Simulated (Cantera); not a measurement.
Charge: 1 mol Ta, 3.8 mol O2, equilibrated at 1525 K and 0.00240 bar.

Equilibrium computed with Cantera from the NASA thermochemical tables; the gas is ideal and each condensed phase is pure. Candidate condensed phases: Ta, Ta2O5; 6 gas species. Kinetics and transport are ignored.

Base state: O2 1.000, O 0.000116 (mole fractions); condensed: Ta2O5(s).

Task: What changes in the equilibrium state with this change: Ta replaced by V?

Result: 
```csv
species,before,after
O2,1.000,1.000
O,0.000116,0.000116
VO2,0,7.09e-5
"Ta2O5(s), mol",0.500,0
"V2O4(s), mol",0,0.500
```
Condensed phases not in the tables: the oxides between V2O3 and V2O5 other than VO2. Further candidate phases: V, VO, V2O3, V2O4, V2O5.
